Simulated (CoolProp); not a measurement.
Vapour pressure (MPa) of sulfur dioxide: the reference equation beside estimates from Tc = 430.6 K, pc = 7.887 MPa, ω = 0.256. Clausius-Clapeyron is anchored at 351.2 K with a constant enthalpy of vaporisation of 18.73 kJ/mol.

Values from CoolProp's reference Helmholtz-energy equation of state, Gao 2016.

```json
[
 {"T (K)": "325.1", "reference": "0.8882", "Lee-Kesler": "0.8914", "Clausius-Clapeyron": "1.028", "van der Waals": "2.299", "Redlich-Kwong": "1.265", "Soave-Redlich-Kwong": "0.8923", "Peng-Robinson": "0.8833"},
 {"T (K)": "329.4", "reference": "0.9981", "Lee-Kesler": "1.002", "Clausius-Clapeyron": "1.125", "van der Waals": "2.449", "Redlich-Kwong": "1.397", "Soave-Redlich-Kwong": "1.004", "Peng-Robinson": "0.9928"},
 {"T (K)": "333.8", "reference": "1.121", "Lee-Kesler": "1.125", "Clausius-Clapeyron": "1.231", "van der Waals": "2.608", "Redlich-Kwong": "1.543", "Soave-Redlich-Kwong": "1.128", "Peng-Robinson": "1.115"},
 {"T (K)": "338.1", "reference": "1.251", "Lee-Kesler": "1.256", "Clausius-Clapeyron": "1.341", "van der Waals": "2.770", "Redlich-Kwong": "1.694", "Soave-Redlich-Kwong": "1.261", "Peng-Robinson": "1.245"},
 {"T (K)": "342.5", "reference": "1.397", "Lee-Kesler": "1.402", "Clausius-Clapeyron": "1.461", "van der Waals": "2.942", "Redlich-Kwong": "1.860", "Soave-Redlich-Kwong": "1.408", "Peng-Robinson": "1.390"},
 {"T (K)": "346.8", "reference": "1.550", "Lee-Kesler": "1.556", "Clausius-Clapeyron": "1.585", "van der Waals": "3.117", "Redlich-Kwong": "2.033", "Soave-Redlich-Kwong": "1.564", "Peng-Robinson": "1.544"},
 {"T (K)": "351.2", "reference": "1.720", "Lee-Kesler": "1.725", "Clausius-Clapeyron": "1.720", "van der Waals": "3.303", "Redlich-Kwong": "2.220", "Soave-Redlich-Kwong": "1.736", "Peng-Robinson": "1.714"},
 {"T (K)": "355.5", "reference": "1.899", "Lee-Kesler": "1.904", "Clausius-Clapeyron": "1.858", "van der Waals": "3.490", "Redlich-Kwong": "2.415", "Soave-Redlich-Kwong": "1.918", "Peng-Robinson": "1.893"},
 {"T (K)": "359.8", "reference": "2.091", "Lee-Kesler": "2.096", "Clausius-Clapeyron": "2.005", "van der Waals": "3.685", "Redlich-Kwong": "2.621", "Soave-Redlich-Kwong": "2.114", "Peng-Robinson": "2.086"},
 {"T (K)": "364.2", "reference": "2.302", "Lee-Kesler": "2.307", "Clausius-Clapeyron": "2.162", "van der Waals": "3.890", "Redlich-Kwong": "2.843", "Soave-Redlich-Kwong": "2.329", "Peng-Robinson": "2.298"},
 {"T (K)": "368.5", "reference": "2.524", "Lee-Kesler": "2.528", "Clausius-Clapeyron": "2.324", "van der Waals": "4.098", "Redlich-Kwong": "3.073", "Soave-Redlich-Kwong": "2.554", "Peng-Robinson": "2.521"},
 {"T (K)": "372.9", "reference": "2.766", "Lee-Kesler": "2.770", "Clausius-Clapeyron": "2.498", "van der Waals": "4.318", "Redlich-Kwong": "3.320", "Soave-Redlich-Kwong": "2.801", "Peng-Robinson": "2.766"}
]
```

Absolute difference from the reference over all 12 rows, mean and median: Lee-Kesler 0.3 and 0.3 %, Clausius-Clapeyron 6.9 and 6.6 %, van der Waals 100.8 and 96.6 %, Redlich-Kwong 30.6 and 30.1 %, Soave-Redlich-Kwong 0.9 and 0.9 %, Peng-Robinson 0.3 and 0.4 %.
